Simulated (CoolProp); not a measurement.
Vapour-liquid equilibrium of R22 (1) + R142b (2) at 53.45 °C; x and y are mole fractions of (1).

The numbers come from the multi-fluid Helmholtz-energy mixture model, Kamei 1995 and Lemmon 2006; pair parameters Bell 2016 in CoolProp.

```tsv
x	bubble pressure, mixture model (kPa)	bubble pressure, Raoult's law (kPa)	y, mixture model	y, Raoult's law
0.05	803.2	813.0	0.106	0.129
0.125	889.5	914.7	0.240	0.287
0.2	976.0	1016	0.352	0.413
0.275	1064	1118	0.449	0.517
0.35	1153	1220	0.535	0.603
0.425	1246	1321	0.611	0.676
0.5	1342	1423	0.679	0.738
0.575	1442	1525	0.741	0.792
0.65	1547	1626	0.797	0.840
0.725	1656	1728	0.848	0.881
0.8	1771	1830	0.895	0.919
0.875	1890	1931	0.937	0.952
0.95	2015	2033	0.976	0.982
```

The largest gap from Raoult's law is -5.7 % in bubble pressure, at x = 0.425. No azeotrope shows between x = 0.05 and 0.95.

The pair parameters rest on a limited set of measurements; away from them the model extrapolates.
